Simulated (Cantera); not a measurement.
An isothermal, constant-pressure homogeneous reactor starts with CH₄ : CO₂ : H₂O = 1 : 0.44 : 0.024 (molar parts), at 1725 K and 750 Torr.

Detailed kinetics in Cantera: GRI-Mech 3.0 (53 species, 325 reactions). GRI-Mech 3.0 stops at C3 and has no aromatics, soot or wall deposition, so with more carbon than oxygen in the feed, carbon stays in small species such as C2H2 where larger ones or solid carbon would form.

One state of this run: x CH₄ = 0.222; x CO₂ = 0.165; x H = 7.95e-5; x O₂ = 1.33e-11; x C₂H₄ = 0.00548; x C₂H = 1.89e-7; x H₂ = 0.355. x: mole fraction; the columns are a selection and need not sum to one.

Q: Which value of t (s) does it belong to?
(A) 0.00823
(B) 0.000309
(C) 5.82
(D) 1.13

A: A, 0.00823
